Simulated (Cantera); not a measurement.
Mixture: CH4 : O2 : N2 = 1 : 1.11 : 3.33 (molar parts), equivalence ratio 1.8, at 2.07 atm, adiabatic and at constant pressure. Ignition delay is the time to a rise of 400 K.

Detailed kinetics in Cantera: GRI-Mech 3.0 (53 species, 325 reactions).

What does this change do: constant volume in place of constant pressure?


```
quantity                                                before       after
--------------------------------------------------  ----------  ----------
delay at 1300 K                                        7.23 ms     6.71 ms
delay at 1450 K                                        1.24 ms     1.14 ms
delay at 1600 K                                       0.271 ms    0.250 ms
delay at 1750 K                                        78.3 µs     72.1 µs
apparent activation energy between 1675 and 1825 K  190 kJ/mol  190 kJ/mol
```
